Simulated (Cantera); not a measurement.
Thermodynamics of silicon nitride deposition, feed SiCl4 + N2 + H2 + NH3

A closed system holds: 1 mol SiCl4, 2 mol N2, a varied amount of H2, 0.28 mol NH3, held at 1925 K and 170 Pa.

Method: chemical equilibrium by Gibbs-energy minimisation in Cantera with the NASA 1993 tables (ideal gas, pure condensed phases). Candidate condensed phases: NH4Cl, Si, Si3N4; 28 gas species. The tables' values for SiCl, SiCl3, SiN are old estimates; treat these amounts as uncertain. Gases not in the tables: Si2H6 and higher silanes. The numbers say what is thermodynamically allowed, not how fast it happens.

From 2.3 mol H2 to 74 mol H2 nothing is condensed. The main Si-bearing gas is SiCl2 at 2.3 mol H2 and Si at 74 mol H2.

```
n(H2) (mol)  log p H2  log p N2  log p HCl  log p SiCl2  log p H  log p Cl  log p Si  log p SiCl
-----------  --------  --------  ---------  -----------  -------  --------  --------  ----------
2.3             -3.38     -3.28      -3.32        -3.63    -4.71     -4.77     -5.55       -5.54
3.8             -3.20     -3.37      -3.40        -3.72    -4.62     -4.94     -5.30       -5.46
6.3             -3.07     -3.48      -3.49        -3.85    -4.55     -5.11     -5.10       -5.43
10              -2.98     -3.61      -3.60        -4.00    -4.51     -5.26     -4.96       -5.43
17              -2.91     -3.78      -3.73        -4.23    -4.47     -5.42     -4.85       -5.49
27              -2.87     -3.95      -3.86        -4.48    -4.45     -5.57     -4.81       -5.59
45              -2.84     -4.14      -4.00        -4.81    -4.44     -5.73     -4.82       -5.76
74              -2.82     -4.34      -4.16        -5.20    -4.43     -5.89     -4.88       -5.99
```
log p: log10 of the partial pressure in bar; nothing condenses.
